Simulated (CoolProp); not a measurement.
Values from CoolProp's reference Helmholtz-energy equation of state, Zhou 2012.

**Question.** For ethylbenzene, give the phase and the Z, speed of sound (m/s), isothermal compressibility (1/MPa), expansivity (1/kK) at 507.3 K and 2740 kPa.

**Answer.** 
- 507.3 K and 2740 kPa: liquid; Z 0.105, speed of sound 568, isothermal compressibility 0.00586, expansivity 1.94
